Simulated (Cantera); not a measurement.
# SiH₄ + N₂ + H₂ (silicon nitride deposition)

A closed system holds: 1 mol SiH₄, a varied amount of N₂, 30 mol H₂, held at 7.50 Torr.

These are equilibrium values from Cantera (NASA tables, ideal gas, pure condensed phases), not measurements of a reactor. Candidate condensed phases: Si, Si₃N₄; 18 gas species. N₂ is the only nitrogen source here; it is nearly inert below about 1500 K, so the nitride shown seldom forms there in practice. Mutual solubility and eutectic melting of coexisting phases are not modelled. Equilibrium is a limit: real reactors are often held back by kinetics, nucleation or transport.

Q: Map the stable condensed phases over T = 1050, 1100, 1150, 1200, 1250, 1300, 1350, 1400, 1450, 1500, 1550 K and n(N₂) in mol = 0.26, 0.34, 0.42, 0.5, 0.58, 0.67, 0.75, 0.83, 0.91, 0.99, 1.1.

A: 
```
T in K \ n(N₂) in mol
         0.26 0.34 0.42  0.5 0.58 0.67 0.75 0.83 0.91 0.99  1.1
   1550     A    A    B    B    B    B    B    B    B    B    C
   1500     B    B    B    B    B    B    B    C    C    C    C
   1450     B    B    B    B    B    B    C    C    C    C    C
   1400     B    B    B    B    B    B    C    C    C    C    C
   1350     B    B    B    B    B    B    C    C    C    C    C
   1300     B    B    B    B    B    C    C    C    C    C    C
   1250     B    B    B    B    B    C    C    C    C    C    C
   1200     B    B    B    B    B    C    C    C    C    C    C
   1150     B    B    B    B    B    C    C    C    C    C    C
   1100     B    B    B    B    B    C    C    C    C    C    C
   1050     B    B    B    B    B    C    C    C    C    C    C
```
A: Si; B: Si + Si₃N₄; C: Si₃N₄.
